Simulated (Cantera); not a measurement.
Feed: 1 mol Ta₂O₅, 15 mol CO, held at 0.480 bar.

Cantera equilibrium calculation (NASA polynomials, part measured and part estimated; ideal gas, pure solids and liquids). Candidate condensed phases: C, Ta, TaC, Ta₂O₅; 15 gas species. Mutual solubility and eutectic melting of coexisting phases are not modelled. TaC: taken at fixed stoichiometry. Condensed phases not in the tables: Ta₂C. Kinetics and transport are ignored. All values below are at 1423 K.

Base state: CO 0.998, CO₂ 0.00169 (mole fractions); condensed: TaC(s) + Ta₂O₅(s).

Problem. What changes in the equilibrium state with this change: Ta₂O₅ replaced by CuO?

Solution. 
```
species         before   after
-------------  -------  ------
CO               0.998   0.933
CO₂            0.00169  0.0667
TaC(s), mol    0.00725       0
Ta₂O₅(s), mol    0.996       0
Cu(l), mol           0   1.000
```
Further candidate phases: Cu, CuO, Cu₂O.
